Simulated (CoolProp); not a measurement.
Values from CoolProp's reference Helmholtz-energy equation of state, Gedanitz 2015.

Give the vapour pressure (MPa), liquid density (kg/m³), vapour density (kg/m³), enthalpy of vaporisation (kJ/kg) of saturated cyclopentane at 305.8, 368.2, 380.6 K.


```tsv
T (K)	p (MPa)	liquid density (kg/m³)	vapour density (kg/m³)	enthalpy of vaporisation (kJ/kg)
305.8	0.0567	733	1.60	401
368.2	0.370	665	9.30	352
380.6	0.495	650	12.3	340
```
